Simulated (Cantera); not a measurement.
Feed: 1 mol trisilylamine, 1.2 mol NH3, 2.3 mol H2, at 1827 °C.

Method: chemical equilibrium by Gibbs-energy minimisation in Cantera with the NASA 1993 tables (ideal gas, pure condensed phases). Candidate condensed phases: Si, Si3N4; 18 gas species. The feed counts by its element totals alone. The tables' values for SiN are old estimates; treat these amounts as uncertain. Gases not in the tables: Si2H6 and higher silanes. Kinetics and transport are ignored.

Question: At 7.10 mbar, list the 7 most abundant gas species with their mole fractions, and the condensed phases.

Answer: H2 0.837, N2 0.109, H 0.0338, Si 0.0188, SiH 0.000786, Si2 0.000245, SiH2 0.000153. Condensed: Si(l).
